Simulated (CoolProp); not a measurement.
Vapour-liquid equilibrium of R22 (1) + n-hexane (2) at 58.95 °C; x and y are mole fractions of (1).

The numbers come from the multi-fluid Helmholtz-energy mixture model, Kamei 1995 and Thol 2019; pair parameters Bell 2016 in CoolProp.

Q: Give the bubble pressure and the first vapour's composition at x = 0.25, 0.55, 0.75. Is there an azeotrope?

A: x = 0.25: 724.8 kPa, y = 0.901; x = 0.55: 1351 kPa, y = 0.954; x = 0.75: 1736 kPa, y = 0.972. No azeotrope shows between x = 0.05 and 0.95.

The pair parameters rest on a limited set of measurements; away from them the model extrapolates. The gap from Raoult's law changes sign with composition, which may be real or a fault of the pair parameters; it wasn't checked against measurements.
